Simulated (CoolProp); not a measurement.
Saturation properties of octamethylcyclotetrasiloxane (D4).

Computed with CoolProp (reference Helmholtz-energy equation of state, Thol 2015).

| T (°C) | p (MPa) | liquid density (kg/m³) | vapour density (kg/m³) | enthalpy of vaporisation (kJ/kg) | liquid cp (kJ/(kg K)) |
|---|---|---|---|---|---|
| 136.55 | 0.03307 | 817.8 | 2.980 | 145.7 | 1.900 |
| 148.05 | 0.04725 | 802.9 | 4.185 | 141.5 | 1.927 |
| 159.65 | 0.06604 | 787.5 | 5.768 | 137.1 | 1.956 |
| 171.15 | 0.09004 | 771.8 | 7.779 | 132.7 | 1.985 |
| 182.75 | 0.1206 | 755.4 | 10.35 | 128.1 | 2.014 |
| 194.25 | 0.1584 | 738.6 | 13.53 | 123.3 | 2.045 |
| 205.85 | 0.2051 | 720.9 | 17.54 | 118.2 | 2.078 |
| 217.45 | 0.2618 | 702.3 | 22.50 | 112.9 | 2.112 |
| 228.95 | 0.3290 | 682.7 | 28.59 | 107.2 | 2.149 |
| 240.55 | 0.4096 | 661.6 | 36.23 | 101.1 | 2.190 |
| 252.05 | 0.5037 | 638.9 | 45.72 | 94.40 | 2.238 |
| 263.65 | 0.6149 | 613.5 | 57.89 | 86.88 | 2.299 |
| 275.15 | 0.7434 | 584.9 | 73.66 | 78.33 | 2.380 |
| 286.75 | 0.8942 | 550.4 | 95.45 | 67.99 | 2.514 |
| 298.25 | 1.069 | 505.7 | 128.0 | 54.62 | 2.816 |

It boils at 175.7 °C under 1 atm.
